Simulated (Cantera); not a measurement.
Charge: 1 mol AlCl₃, 44 mol H₂O, 12 mol N₂, equilibrated at 0.000140 bar.

Equilibrium computed with Cantera from the NASA thermochemical tables; the gas is ideal and each condensed phase is pure. Candidate condensed phases: Al, AlCl₃, AlN, Al₂O₃, H₂O, NH₄Cl; 45 gas species. Equilibrium is a limit: real reactors are often held back by kinetics, nucleation or transport.

### Question
At 1575 K, list the 6 most abundant gas species with their mole fractions, and the condensed phases.

### Answer
H₂O 0.730, N₂ 0.208, HCl 0.0502, H₂ 0.00623, O₂ 0.00238, Cl 0.00177. Condensed: Al₂O₃(s).
